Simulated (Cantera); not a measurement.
**Adiabatic ignition**

An adiabatic, constant-volume homogeneous reactor starts with 4.75 % CO, 3.27 % H2, 1.14 % CH4, 8.26 % O2, 82.6 % N2, equivalence ratio 0.76, at 1075 K and 19.0 bar.

Model: GRI-Mech 3.0 (53 species, 325 reactions), integrated in Cantera. The pressure lies above the range GRI-Mech 3.0 was tuned for (to about 10 atm).

```csv
t (s),T (K),P (bar),x CO,x H2,x CH4,x H,x HCN,x CH2O
3.00e-6,1075,19.0,0.0475,0.0327,0.0114,5.92e-11,<1e-12,4.71e-12
1.02e-5,1075,19.0,0.0475,0.0327,0.0114,8.56e-11,<1e-12,5.22e-11
3.45e-5,1075,19.0,0.0475,0.0327,0.0114,1.62e-10,<1e-12,4.53e-10
0.000117,1075,19.0,0.0475,0.0327,0.0114,4.98e-10,<1e-12,4.86e-9
0.000396,1075,19.0,0.0475,0.0327,0.0114,4.19e-9,<1e-12,2.27e-7
0.00134,1089,19.2,0.0470,0.0320,0.0112,1.65e-7,<1e-12,0.000116
0.00455,2158,36.6,0.000318,5.83e-5,<1e-12,5.62e-6,<1e-12,<1e-12
0.0154,2157,36.6,0.000317,5.82e-5,<1e-12,5.57e-6,<1e-12,<1e-12
0.0522,2153,36.5,0.000314,5.78e-5,<1e-12,5.44e-6,<1e-12,<1e-12
0.177,2149,36.5,0.000311,5.74e-5,<1e-12,5.29e-6,<1e-12,<1e-12
0.600,2148,36.5,0.000310,5.73e-5,<1e-12,5.27e-6,<1e-12,<1e-12
```
x: mole fraction; the columns are a selection and need not sum to one.

| Item | Result |
|---|---|
| time of steepest temperature rise | 2.00 ms |
| temperature at 0.600 s | 2148 K |
| equilibrium temperature | 2148 K |
| x(CO) at 0.600 s | 0.000310 (gas-phase equilibrium 0.000310) |
| x(H2) at 0.600 s | 5.73e-5 (gas-phase equilibrium 5.73e-5) |
| x(CH4) at 0.600 s | <1e-12 (gas-phase equilibrium <1e-12) |
